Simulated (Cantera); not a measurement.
Input: 1 mol BCl3, 1.2 mol O2, 43 mol H2, equilibrated at 2048 K and 0.00950 bar.

Cantera equilibrium calculation (NASA polynomials, part measured and part estimated; ideal gas, pure solids and liquids). Candidate condensed phases: B, B2O3, B3O3H3, H2O; 33 gas species. The tables' values for BOCl are old estimates; treat these amounts as uncertain. Rates play no part.

Base state: H2 0.876, HCl 0.0644, H 0.0215, H2O 0.0164, HBO2 0.0131, HBO 0.00455, BO 0.00155, Cl 0.00117 (mole fractions); condensed: gas only.

Q: What changes in the equilibrium state with this change: temperature from 2048 K to 850 K?

A: 
```json
[
 {"species": "H2", "before": "0.876", "after": "0.912"},
 {"species": "HCl", "before": "0.0644", "after": "0.0674"},
 {"species": "H2O", "before": "0.0164", "after": "0.0202"},
 {"species": "H", "before": "0.0215", "after": "<1e-9"},
 {"species": "HBO2", "before": "0.0131", "after": "9.18e-7"},
 {"species": "(HBO2)3", "before": "<1e-9", "after": "1.85e-5"},
 {"species": "HBO", "before": "0.00455", "after": "<1e-9"},
 {"species": "BO", "before": "0.00155", "after": "<1e-9"},
 {"species": "B2O3(l), mol", "before": "0", "after": "0.499"}
]
```
Gases not in the tables: H3BO3.

Q: What changes in the equilibrium state with this change: H2 from 43 to 2.7 mol?

A: 
```json
[
 {"species": "HCl", "before": "0.0644", "after": "0.583"},
 {"species": "HBO2", "before": "0.0131", "after": "0.153"},
 {"species": "H2O", "before": "0.0164", "after": "0.112"},
 {"species": "H2", "before": "0.876", "after": "0.0774"},
 {"species": "Cl", "before": "0.00117", "after": "0.0357"},
 {"species": "B2O3", "before": "0.00117", "after": "0.0235"},
 {"species": "H", "before": "0.0215", "after": "0.00639"},
 {"species": "O2", "before": "6.26e-9", "after": "3.71e-5"},
 {"species": "Cl2", "before": "1.67e-8", "after": "1.55e-5"}
]
```

Q: What changes in the equilibrium state with this change: temperature from 2048 K to 2448 K?

A: 
```
species   before     after
-------  -------  --------
H2         0.876     0.725
H         0.0215     0.174
HCl       0.0644    0.0513
HBO2      0.0131   0.00563
H2O       0.0164    0.0207
BO       0.00155   0.00938
O        7.79e-7  0.000155
OH       4.39e-5  0.000970
BO2      4.21e-5  0.000317
Cl       0.00117   0.00873
```
